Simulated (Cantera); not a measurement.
A perfectly stirred reactor is fed with 97.8 % N2O, 2.15 % H2O, at 1.00 bar; it is held at 1400 K, and followed from long to short residence time.

Model: GRI-Mech 3.0 (53 species, 325 reactions), integrated in Cantera. GRI-Mech 3.0 was tuned for natural gas; its chemistry of N2O as a main component is partial and can be far from experiment. The temperature is held fixed by assumption; the heat of reaction is taken as removed at once.

x: mole fraction; the columns are a selection and need not sum to one.

```tsv
τ (s)	x N2O	x H2O	x OH	x NO	x O	x NO2	x O2
0.46	0.106	0.0152	5.91e-5	0.0646	1.10e-5	0.000629	0.260
0.21	(withheld)	0.0158	(withheld)	0.0681	(withheld)	(withheld)	(withheld)
0.098	(withheld)	0.0167	(withheld)	0.0637	(withheld)	0.000797	(withheld)
0.045	0.488	0.0179	8.28e-5	0.0511	1.95e-5	0.000823	0.138
0.021	0.657	0.0192	8.69e-5	0.0349	2.14e-5	0.000793	0.0898
0.0096	0.796	0.0202	8.70e-5	0.0203	2.27e-5	0.000697	0.0506
0.0044	0.884	0.0208	8.28e-5	0.0106	2.36e-5	0.000539	0.0260
```

### Question
Some entries are withheld; supply them.

### Answer

- 0.21, x N2O: 0.192
- 0.21, x OH: 6.77e-5
- 0.21, x O: 1.41e-5
- 0.21, x NO2: 0.000729
- 0.21, x O2: 0.229
- 0.098, x N2O: 0.320
- 0.098, x OH: 7.58e-5
- 0.098, x O: 1.70e-5
- 0.098, x O2: 0.189
